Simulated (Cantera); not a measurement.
A perfectly stirred reactor is fed with CO : H₂ : O₂ : N₂ : H₂O = 1 : 0.72 : 1.62 : 6.1 : 0.96 (molar parts), at 1.48 atm; it is adiabatic with a 548 K inlet, and is followed from long to short residence time, starting on the burning branch (τ in s: 0.48, 0.15, 0.044, 0.013, 0.004, 0.0012, 0.00037, 0.00011, 3.4e-05, 1e-05, 3.1e-06).

Detailed kinetics in Cantera: GRI-Mech 3.0 (53 species, 325 reactions).

x: mole fraction; the columns are a selection and need not sum to one.

```tsv
τ (s)	T (K)	x CO	x H₂	x O₂	x N₂O	x CO₂	x H₂O₂
0.48	1825	0.000179	5.74e-5	0.0795	2.23e-7	0.105	7.33e-8
0.15	1823	0.000339	9.64e-5	0.0795	3.31e-7	0.104	9.62e-8
0.044	1817	0.000733	0.000196	0.0796	5.38e-7	0.104	1.48e-7
0.013	1805	0.00162	0.000423	0.0798	7.38e-7	0.103	2.44e-7
0.0040	1782	?	?	0.0804	7.53e-7	0.101	?
0.0012	1736	0.00733	0.00180	0.0820	6.20e-7	0.0968	6.96e-7
0.00037	1649	0.0153	0.00333	0.0857	4.65e-7	0.0881	1.33e-6
0.00011	1446	0.0387	0.00622	0.0980	2.96e-7	0.0632	4.03e-6
3.4e-5	548	0.0962	0.0692	0.156	<1e-12	<1e-12	<1e-12
1.0e-5	548	0.0962	0.0692	0.156	<1e-12	<1e-12	<1e-12
3.1e-6	548	0.0962	0.0692	0.156	<1e-12	<1e-12	<1e-12
```

### Question
What belongs in the gaps?

### Answer

- 0.0040, x CO: 0.00345
- 0.0040, x H₂: 0.000885
- 0.0040, x H₂O₂: 4.03e-7
